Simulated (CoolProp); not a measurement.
Vapour-liquid equilibrium of propane (1) + isobutene (2) at 47 kPa; x and y are mole fractions of (1).

The numbers come from the multi-fluid Helmholtz-energy mixture model, Lemmon 2009 and Lemmon 2005; pair parameters Bell 2016 in CoolProp.

Task: Give the bubble temperature and the first vapour's composition at x = 0.425, 0.5, 0.575. Is there an azeotrope?

Result: x = 0.425: -46.5 °C, y = 0.785; x = 0.5: -48.4 °C, y = 0.827; x = 0.575: -50.1 °C, y = 0.864. No azeotrope shows between x = 0.05 and 0.95.

Pair parameters are fitted to limited data, so mixtures are less certain than the pure fluids.
